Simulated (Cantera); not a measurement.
What does this Cantera script print?

```python
import numpy as np
import cantera as ct

surf = ct.Interface("ptcombust.yaml", "Pt_surf")
gas = surf.adjacent["gas"]
gas.TPX = 300, 15000, {'CH4': 0.031, 'O2': 0.1, 'N2': 0.79}
jet = ct.ImpingingJet(gas=gas, width=0.043, surface=surf)
jet.inlet.mdot, jet.inlet.T, jet.inlet.X = 0.16, 300, {'CH4': 0.031, 'O2': 0.1, 'N2': 0.79}
jet.set_refine_criteria(ratio=10, slope=0.2, curve=0.3)
show, cover = ['CH4', 'O2', 'H2O', 'OH', 'CO', 'CO2'], ["PT(S)", "H(S)", "O(S)", "OH(S)", "CO(S)", "C(S)"]

rows = []
print(f"{'Ts/K':>7s}" + "".join(f"{s:>11s}" for s in show + cover) + "   (gas at the wall, coverages)")
for i, Ts in enumerate([900, 950, 1000, 1050, 1100]):
    jet.surface.T = Ts
    if i == 0:
        surf.TP = Ts, 15000
        surf.coverages = "PT(S):0.5, O(S):0.5"
        surf.advance_coverages(1.0)
        jet.set_initial_guess(products="inlet")
    jet.solve(loglevel=0, auto=(i == 0))
    rows.append([*(jet.X[gas.species_index(s), -1] for s in show), *surf[cover].coverages])
    print(f"{Ts:7g}" + "".join(f"{x:11.3e}" for x in rows[-1]))
```

Result:

```
   Ts/K        CH4         O2        H2O         OH         CO        CO2      PT(S)       H(S)       O(S)      OH(S)      CO(S)       C(S)   (gas at the wall, coverages)
    900  2.361e-02  8.713e-02  1.879e-02  2.241e-08  8.698e-06  1.234e-02  1.891e-01  7.912e-08  8.095e-01  1.384e-03  1.590e-05  5.656e-08
    950  1.814e-02  7.549e-02  2.893e-02  7.370e-08  9.346e-06  1.905e-02  2.597e-01  2.203e-07  7.388e-01  1.568e-03  1.291e-05  6.179e-08
   1000  1.359e-02  6.588e-02  3.733e-02  2.042e-07  9.575e-06  2.456e-02  3.338e-01  4.985e-07  6.646e-01  1.593e-03  9.608e-06  6.006e-08
   1050  1.027e-02  5.889e-02  4.337e-02  4.981e-07  9.736e-06  2.859e-02  4.077e-01  9.729e-07  5.908e-01  1.514e-03  6.920e-06  5.508e-08
   1100  7.981e-03  5.409e-02  4.748e-02  1.091e-06  1.005e-05  3.135e-02  4.790e-01  1.714e-06  5.196e-01  1.382e-03  5.013e-06  4.970e-08
```

Detailed kinetics in Cantera: Deutschmann's 1995 Pt surface mechanism with GRI-Mech 3.0 gas chemistry. Catalytic surfaces can have several steady states; this one follows from the mechanism file's or the stated starting coverage.
